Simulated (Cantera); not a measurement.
Charge: 1 mol CH3Cl, 0.1 mol Si, at 39.0 mbar.

Equilibrium computed with Cantera from the NASA thermochemical tables; the gas is ideal and each condensed phase is pure. Candidate condensed phases: C, C6H6, C7H8, C8H18, Si, SiC; 109 gas species. Gases not in the tables: Si2H6 and higher silanes. The numbers say what is thermodynamically allowed, not how fast it happens.

Q: Which condensed phases are stable at each of these points (T (°C)): 1802, 1852, 1902, 1952, 2002, 2052, 2102, 2152, 2202, 2252?

A: 
```
T (°C)      condensed phases  Si condensed (%)
------  --------------------  ----------------
1802    C(graphite) + SiC(s)               4.7
1852             C(graphite)               0.0
1902             C(graphite)               0.0
1952             C(graphite)               0.0
2002             C(graphite)               0.0
2052             C(graphite)               0.0
2102             C(graphite)               0.0
2152             C(graphite)               0.0
2202             C(graphite)               0.0
2252             C(graphite)               0.0
```

At 1802 °C the condensed part is C(graphite) + SiC(s). From 1852 °C to 2252 °C the condensed part is C(graphite).
